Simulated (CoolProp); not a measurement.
Saturation properties of carbon monoxide.

The numbers come from the reference Helmholtz-energy equation of state, Lemmon 2006 in CoolProp. It is a short technical equation, of lower accuracy than the large ones.

```csv
T (°C),p (MPa),liquid density (kg/m³),vapour density (kg/m³),enthalpy of vaporisation (kJ/kg),surface tension (mN/m)
-170.15,0.6752,689.1,26.20,178.0,5.12
-168.35,0.7638,678.9,29.63,173.9,4.77
-166.45,0.8661,667.7,33.65,169.5,4.40
-164.65,0.9718,656.8,37.88,165.0,4.06
-162.85,1.086,645.5,42.56,160.3,3.71
-160.95,1.217,633.1,48.05,155.0,3.36
-159.15,1.352,620.7,53.86,149.7,3.02
-157.25,1.505,607.1,60.72,143.6,2.68
-155.45,1.661,593.4,68.03,137.5,2.35
-153.65,1.828,578.8,76.29,130.8,2.03
-151.75,2.017,562.3,86.25,123.2,1.71
-149.95,2.210,545.3,97.17,115.2,1.40
-148.15,2.416,526.5,110.0,106.2,1.11
-146.25,2.648,504.0,126.4,95.30,0.806
-144.45,2.884,478.7,146.2,82.89,0.533
```

It boils at -191.5 °C under 1 atm.

Surface tension comes from a separate correlation (Mulero 2012).
